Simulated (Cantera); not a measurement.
What does this Cantera script print?

```python
import numpy as np
import cantera as ct

gas_names = [...]  # 92 gases of nasa_gas.yaml made of C, H, N
cond_names = """
    C(gr) C6H6(L) C7H8(L) C8H18(L),n-octa
""".split()


# ... load() reads the species with a 1 bar reference pressure and builds the phases ...
atoms = {
    'C3H6': {'C': 3, 'H': 6},
    'NH3': {'N': 1, 'H': 3},
    'H2': {'H': 2},
}
top_T = {'C(gr)': 4500}  # K; cautious upper limits of use, not melting points


# ... equilibrate(T, P, feed) seeds the gas with the atoms and calls Mixture.equilibrate('TP', solver="vcs", rtol=1e-11, max_steps=5000) ...
results = []
feed = {'C3H6': 1, 'NH3': 0.69, 'H2': 3.6}  # mol
T = 750  # K
P = 101325  # Pa
mix = equilibrate(T, P, feed)
results.append((T, P, feed, dict(zip(mix.species_names, mix.species_moles))))
print(gas.report(threshold=0.001))
for i in range(1, mix.n_phases):
    print(f"{mix.phase(i).name:16s} {mix.phase_moles(i):12.5e} mol")
```

Result:

```
       temperature   750 K
          pressure   1.0132e+05 Pa
           density   0.18134 kg/m^3
  mean mol. weight   11.16 kg/kmol
   phase of matter   gas

                          1 kg             1 kmol
                     ---------------   ---------------
          enthalpy       -1.9486e+06       -2.1747e+07  J
   internal energy       -2.5073e+06       -2.7983e+07  J
           entropy             18520        2.0669e+05  J/K
    Gibbs function       -1.5838e+07       -1.7676e+08  J
 heat capacity c_p            4164.6             46479  J/K
 heat capacity c_v            3419.6             38164  J/K

                      mass frac. Y      mole frac. X     chem. pot. / RT
                     ---------------   ---------------   ---------------
               CH4           0.76084           0.52929            -36.63
                H2           0.07305            0.4044           -17.733
                N2           0.16557           0.06596           -26.883
     [  +89 minor]        0.00054004        0.00034868

C(gr)             2.38687e-01 mol
```

Method: chemical equilibrium by Gibbs-energy minimisation in Cantera with the NASA 1993 tables (ideal gas, pure condensed phases).
